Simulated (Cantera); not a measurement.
A perfectly stirred reactor is fed with H₂ : O₂ : N₂ : H₂O = 1 : 0.61 : 2.29 : 0.57 (molar parts), at 22000 Pa; it is adiabatic with a 748 K inlet, and is followed from long to short residence time, starting on the burning branch (τ in s: 0.27, 0.12, 0.05, 0.021, 0.0092, 0.0039, 0.0017, 0.00072, 0.00031, 0.00013, 5.7e-05, 2.4e-05, 1e-05).

Model: the H2/O2 subset of GRI-Mech 3.0, which has no nitrogen chemistry, integrated in Cantera.

One state of this run: T (K) = 2201; x H₂ = 0.00855; x O₂ = 0.0287; x H₂O = 0.377; x HO₂ = 1.90e-6; x O = 0.00153; x OH = 0.0107. x: mole fraction; the columns are a selection and need not sum to one.

Question: Which value of τ (s) does it belong to?
(A) 0.00013
(B) 0.0017
(C) 0.00072
(D) 0.12

Answer: D, 0.12
